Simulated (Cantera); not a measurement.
Feed: 1 mol FeS, 3.9 mol O₂, at 48000 Pa.

Cantera equilibrium calculation (NASA polynomials, part measured and part estimated; ideal gas, pure solids and liquids). Candidate condensed phases: Fe, FeO, FeS, FeSO₄, FeS₂, Fe₂O₃, Fe₂(SO₄)₃, Fe₃O₄, S; 12 gas species. Rates play no part. All values below are at 1225 K.

Base state: O₂ 0.677, SO₂ 0.288, SO₃ 0.0347 (mole fractions); condensed: Fe₂O₃(s).

**Question.** What changes in the equilibrium state with this change: 0.041 mol NH₃ added?

**Answer.** 
```json
[
 {"species": "O₂", "before": "0.677", "after": "0.656"},
 {"species": "SO₂", "before": "0.288", "after": "0.284"},
 {"species": "SO₃", "before": "0.0347", "after": "0.0336"},
 {"species": "H₂O", "before": "0", "after": "0.0195"},
 {"species": "N₂", "before": "0", "after": "0.00649"},
 {"species": "NO", "before": "0", "after": "3.78e-5"},
 {"species": "Fe₂O₃(s), mol", "before": "0.500", "after": "0.500"}
]
```
Further candidate phases: Fe(OH)₂, Fe(OH)₃, H₂O, H₂SO₄.

**Question.** What changes in the equilibrium state with this change: pressure from 48000 Pa to 1330 Pa?

**Answer.** 
| species | before | after |
|---|---|---|
| O₂ | 0.677 | 0.682 |
| SO₂ | 0.288 | 0.312 |
| SO₃ | 0.0347 | 0.00628 |
| Fe₂O₃(s), mol | 0.500 | 0.500 |
